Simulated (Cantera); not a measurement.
A closed system holds: 1 mol FeCl3, 16 mol H2, at 1523.15 K and 22.0 Pa.

Equilibrium computed with Cantera from the NASA thermochemical tables; the gas is ideal and each condensed phase is pure. Candidate condensed phases: Fe, FeCl2, FeCl3; 11 gas species. Equilibrium is a limit: real reactors are often held back by kinetics, nucleation or transport.

Base state: H2 0.844, HCl 0.136, FeCl2 0.0172, H 0.00143, Fe 0.00111, Cl 0.000186 (mole fractions); condensed: Fe(γ).

Problem. What changes in the equilibrium state with this change: H2 from 16 to 22 mol?

Solution. 
```
species       before     after
----------  --------  --------
H2             0.844     0.880
HCl            0.136     0.107
FeCl2         0.0172    0.0102
Cl          0.000186  0.000143
H            0.00143   0.00146
Fe           0.00111   0.00111
Fe(γ), mol     0.678     0.735
```
